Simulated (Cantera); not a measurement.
## Al(CH3)3 + N2O + H2 (aluminium nitride and oxide growth)

Input: 1 mol Al(CH3)3, a varied amount of N2O, 370 mol H2, at 2125 K and 10.0 mbar.

Cantera equilibrium calculation (NASA polynomials, part measured and part estimated; ideal gas, pure solids and liquids). Candidate condensed phases: Al, AlN, Al2O3, C, C6H6, C7H8, C8H18, H2O; 148 gas species. The feed counts by its element totals alone. The tables' values for AlOH are old estimates; treat these amounts as uncertain. Kinetics and transport are ignored.

```csv
n(N2O) (mol),log p H2,log p N2,log p H2O,log p H,n Al2O3(s)
4.5,-2.03,-3.94,-4.78,-3.45,0.249
10,-2.04,-3.60,-3.86,-3.46,0.487
16,-2.05,-3.40,-3.54,-3.47,0.493
22,-2.06,-3.27,-3.37,-3.47,0.495
28,-2.08,-3.17,-3.25,-3.48,0.496
33,-2.09,-3.10,-3.17,-3.48,0.496
39,-2.10,-3.04,-3.09,-3.49,0.496
45,-2.12,-2.98,-3.03,-3.50,0.497
```
log p: log10 of the partial pressure in bar; n: condensed amount in mol.

From 4.5 mol N2O to 45 mol N2O the condensed part is Al2O3(s).
